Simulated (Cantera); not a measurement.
## C₂F₆ + H₂ + HCl (fluorocarbon and chlorocarbon gases)

A closed system holds: 1 mol C₂F₆, 0.24 mol H₂, 1.8 mol HCl, at 2825 °C and 0.0160 bar.

These are equilibrium values from Cantera (NASA tables, ideal gas, pure condensed phases), not measurements of a reactor. Candidate condensed phases: C, C₆H₆, C₇H₈, C₈H₁₈; 118 gas species. The feed counts by its element totals alone. The tables' values for CCl are old estimates; treat these amounts as uncertain. Equilibrium is a limit: real reactors are often held back by kinetics, nucleation or transport.

The x(F) comes out as 0.388 and the x(HF) is 0.256. The x(Cl) comes out as 0.213. The x(CF) is 0.0535. The x(C₃) comes out as 0.0502, the x(H) comes out as 0.0136 and the x(CF₂) is 0.00891. The x(C) is 0.00765, the x(C₂) comes out as 0.00532 and the gas amount comes out as 8.383 mol. The log10 activity of C(graphite) (absent) comes out as -0.01.
